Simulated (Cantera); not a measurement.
An isothermal, constant-pressure homogeneous reactor starts with N2O : H2O = 1 : 0.0084 (molar parts), at 1425 K and 20.0 Torr.

Model: GRI-Mech 3.0 (53 species, 325 reactions), integrated in Cantera. GRI-Mech 3.0 was tuned for natural gas; its chemistry of N2O as a main component is partial and can be far from experiment. Radical loss at walls, strong at low pressure, is not modelled. The temperature is held fixed by assumption; the heat of reaction is taken as removed at once.

**Question.** Predict: x(N2O) at 5.00 s; x(H2O) at 5.00 s; x(O2) at 5.00 s; x(NO) at 5.00 s; x(H2) at 5.00 s.

**Answer.** 
| Item | Result |
|---|---|
| x(N2O) at 5.00 s | 0.0341 (gas-phase equilibrium 9.06e-9) |
| x(H2O) at 5.00 s | 0.00563 (gas-phase equilibrium 0.00556) |
| x(O2) at 5.00 s | 0.259 (gas-phase equilibrium 0.331) |
| x(NO) at 5.00 s | 0.121 (gas-phase equilibrium 0.000962) |
| x(H2) at 5.00 s | 2.40e-7 (gas-phase equilibrium 3.92e-8) |
